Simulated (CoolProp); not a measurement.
n-nonane at 293.15 K and 1.55 MPa flows at 0.089 m/s in a round tube of 10 mm bore and 45 µm roughness, fully developed (64/Re and Nu = 3.66 if laminar; Colebrook and Gnielinski if turbulent). Each further row changes one setting.

Values from CoolProp's reference Helmholtz-energy equation of state, Lemmon 2006. It is a short technical equation, of lower accuracy than the large ones.

```tsv
case	Reynolds number	Darcy friction factor	pressure drop (Pa/m)	heat-transfer coefficient (W/(m² K))	mass flow (kg/h)
as stated	902	…	…	47.1	18.1
velocity 0.178 m/s	1800	0.0355	…	47.1	…
diameter 20 mm	1800	0.0355	5.05	23.6	72.4
```

### Question
What belongs in the gaps?

### Answer

- as stated, Darcy friction factor: 0.0709
- as stated, pressure drop (Pa/m): 20.2
- velocity 0.178 m/s, pressure drop (Pa/m): 40.4
- velocity 0.178 m/s, mass flow (kg/h): 36.2

Viscosity comes from a separate model (Huber 2004). Thermal conductivity comes from a separate model (Huber 2005).
